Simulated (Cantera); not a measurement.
Input: 1 mol Ti, 0.22 mol CH₄, 33 mol H₂, at 1325 K and 0.000120 bar.

Method: chemical equilibrium by Gibbs-energy minimisation in Cantera with the NASA 1993 tables (ideal gas, pure condensed phases). Candidate condensed phases: C, C₆H₆, C₇H₈, C₈H₁₈, Ti, TiC; 77 gas species. Mutual solubility and eutectic melting of coexisting phases are not modelled. TiC: taken at fixed stoichiometry. Condensed phases not in the tables: N, O or C dissolved in the metal. Equilibrium is a limit: real reactors are often held back by kinetics, nucleation or transport.

Base state: H₂ 1.000, H 0.000149 (mole fractions); condensed: Ti(β) + TiC(s).

Q: What changes in the equilibrium state with this change: temperature from 1325 K to 1973 K?

A: 
```csv
species,before,after
H₂,1.000,0.864
H,0.000149,0.114
Ti,6.84e-8,0.0215
"Ti(β), mol",0.780,0
"TiC(s), mol",0.220,0.220
```
